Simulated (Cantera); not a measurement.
# Equilibrium for titanium nitride, carbide and oxide coatings: Ti(OiPr)4 + H2O + H2

Feed: 1 mol Ti(OiPr)4, a varied amount of H2O, 2.6 mol H2, held at 1125 K and 0.100 bar.

Cantera equilibrium calculation (NASA polynomials, part measured and part estimated; ideal gas, pure solids and liquids). Candidate condensed phases: C, C6H6, C7H8, C8H18, H2O, Ti, TiC, TiO, TiO2, Ti2O3, Ti3O5, Ti4O7; 113 gas species. The feed counts by its element totals alone. Gases not in the tables: TiO(OH)2. Equilibrium is a limit: real reactors are often held back by kinetics, nucleation or transport.

| n(H2O) (mol) | log p H2 | log p CO | log p H2O | log p CO2 | log p CH4 | log p H | log p C2H4 | log p C2H2 (acetylene) | n C(graphite) | n TiO2(rutile) |
|---|---|---|---|---|---|---|---|---|---|---|
| 2.1 | -1.09 | -1.75 | -4.03 | -4.73 | -3.71 | -7.90 | -8.18 | -8.73 | 7.88 | 1.00 |
| 3 | -1.10 | -1.69 | -3.99 | -4.62 | -3.74 | -7.90 | -8.21 | -8.74 | 6.99 | 1.00 |
| 4.3 | -1.12 | -1.64 | -3.94 | -4.51 | -3.77 | -7.91 | -8.24 | -8.75 | 5.69 | 1.00 |
| 6.1 | -1.13 | -1.58 | -3.91 | -4.40 | -3.81 | -7.92 | -8.28 | -8.77 | 3.90 | 1.00 |
| 8.6 | -1.15 | -1.53 | -3.88 | -4.29 | -3.85 | -7.93 | -8.32 | -8.79 | 1.41 | 1.00 |
| 12 | -1.17 | -1.55 | -2.45 | -2.86 | -5.36 | -7.94 | -11.30 | -11.75 | 0 | 1.00 |
| 17 | -1.21 | -1.65 | -1.94 | -2.42 | -6.06 | -7.96 | -12.64 | <-13 | 0 | 1.00 |
| 25 | -1.26 | -1.78 | -1.66 | -2.23 | -6.62 | -7.98 | <-13 | <-13 | 0 | 1.00 |
log p: log10 of the partial pressure in bar; n: condensed amount in mol.

From 2.1 mol H2O to 8.6 mol H2O the condensed part is C(graphite) + TiO2(rutile). From 12 mol H2O to 25 mol H2O the condensed part is TiO2(rutile).
